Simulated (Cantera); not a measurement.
Cantera with NASA thermochemical tables; ideal gases at 1 bar, condensed phases pure. Values are per mole of reaction as written; species without (g) are pure solids or liquids, kept so even where they would boil at 1 bar.

4 SO3(g) + 6 K ⇌ S + 3 K2SO4, with ΔH° = -2730.2 kJ and ΔS° = -856.3 J/K at 300 K.

Task: How far is the shortcut ΔG° ≈ ΔH°(300 K) − T·ΔS°(300 K) from the full temperature-dependent value at 423, 473, 523, 573, 623, 673, 723, 773 K?

Result: 
```tsv
T (K)	shortcut (kJ)	full (kJ)	difference (kJ)	difference in log10 K	condensed phases
423	-2367.9	-2365.4	-2.5	0.31	K(l), S(l), K2SO4(s)
473	-2325.1	-2321.7	-3.4	0.37	K(l), S(l), K2SO4(s)
523	-2282.3	-2278.5	-3.8	0.38	K(l), S(l), K2SO4(s)
573	-2239.5	-2235.7	-3.8	0.35	K(l), S(l), K2SO4(s)
623	-2196.7	-2193.2	-3.4	0.29	K(l), S(l), K2SO4(s)
673	-2153.9	-2151.3	-2.6	0.20	K(l), S(l), K2SO4(s)
723	-2111.0	-2109.8	-1.3	0.09	K(l), S(l), K2SO4(s)
773	-2068.2	-2068.7	0.5	-0.04	K(l), S(l), K2SO4(s)
```
The shortcut ignores heat capacities and the phase changes listed.
